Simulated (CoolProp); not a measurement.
Vapour-liquid equilibrium of m-xylene (1) + n-undecane (2) at 116.25 °C; x and y are mole fractions of (1).

Computed with CoolProp (multi-fluid Helmholtz-energy mixture model, Zhou 2012 and Aleksandrov 2011; pair parameters Bell 2016).

Problem. Give the bubble pressure and the first vapour's composition at x = 0.275, 0.425, 0.575. Is there an azeotrope?

Solution. x = 0.275: 0.02016 MPa, y = 0.685; x = 0.425: 0.02658 MPa, y = 0.809; x = 0.575: 0.03318 MPa, y = 0.887. No azeotrope shows between x = 0.05 and 0.95.

Pair parameters are fitted to limited data, so mixtures are less certain than the pure fluids.
